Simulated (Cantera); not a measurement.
# Aluminium and copper etching: Al + HCl + N2

Feed: 1 mol Al, 2.8 mol HCl, 41 mol N2, at 1400 K.

These are equilibrium values from Cantera (NASA tables, ideal gas, pure condensed phases), not measurements of a reactor. Candidate condensed phases: Al, AlCl3, AlN, NH4Cl; 20 gas species. The tables' values for AlCl2 are old estimates; treat these amounts as uncertain. Equilibrium is a limit: real reactors are often held back by kinetics, nucleation or transport.

| P (Pa) | x N2 | x HCl | x H2 | x AlCl | x AlCl3 | n AlN(s) |
|---|---|---|---|---|---|---|
| 1 | 0.929 | 0.0333 | 0.0149 | 0.0181 | 0.00255 | 0 |
| 3.60 | 0.931 | 0.0285 | 0.0175 | 0.0153 | 0.00485 | 0 |
| 13 | 0.934 | 0.0228 | 0.0205 | 0.0123 | 0.00766 | 0 |
| 46 | 0.937 | 0.0172 | 0.0233 | 0.00945 | 0.0105 | 0 |
| 170 | 0.940 | 0.0144 | 0.0249 | 0.00500 | 0.0134 | 0.0958 |
| 600 | 0.942 | 0.0150 | 0.0248 | 0.00147 | 0.0151 | 0.220 |
| 2200 | 0.943 | 0.0152 | 0.0247 | 0.000408 | 0.0158 | 0.263 |
| 7700 | 0.943 | 0.0153 | 0.0247 | 0.000117 | 0.0162 | 0.278 |
| 28000 | 0.943 | 0.0153 | 0.0247 | 3.24e-5 | 0.0163 | 0.284 |
| 100000 | 0.944 | 0.0153 | 0.0247 | 9.08e-6 | 0.0164 | 0.286 |
x: gas mole fraction; n: condensed amount in mol.

From 1.00e-5 bar to 0.000460 bar nothing is condensed. From 0.00170 bar to 1.00 bar the condensed part is AlN(s). The main Al-bearing gas is AlCl at 1.00e-5 bar and AlCl3 at 1.00 bar.
